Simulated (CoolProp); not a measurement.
Properties of R1132(E) at several states.

Values from CoolProp's reference Helmholtz-energy equation of state, Akasaka 2024.

```tsv
T (°C)	p (bar)	phase	cv (kJ/(kg K))	speed of sound (m/s)	Joule-Thomson coefficient (K/MPa)
70.75	65	liquid	1.115	___	___
93.25	42.6	gas	___	___	10.47
4.35	4.38	gas	___	195.3	20.54
4.05	1.21	gas	0.7832	202.4	19.81
89.85	13.6	gas	0.9475	218.0	9.606
125.15	65	supercritical	___	___	___
```

**Question.** Complete the blanks.

**Answer.** 
- 70.75, speed of sound (m/s): 293.1
- 70.75, Joule-Thomson coefficient (K/MPa): 1.462
- 93.25, cv (kJ/(kg K)): 1.037
- 93.25, speed of sound (m/s): 184.9
- 4.35, cv (kJ/(kg K)): 0.8075
- 125.15, cv (kJ/(kg K)): 1.088
- 125.15, speed of sound (m/s): 192.2
- 125.15, Joule-Thomson coefficient (K/MPa): 7.592
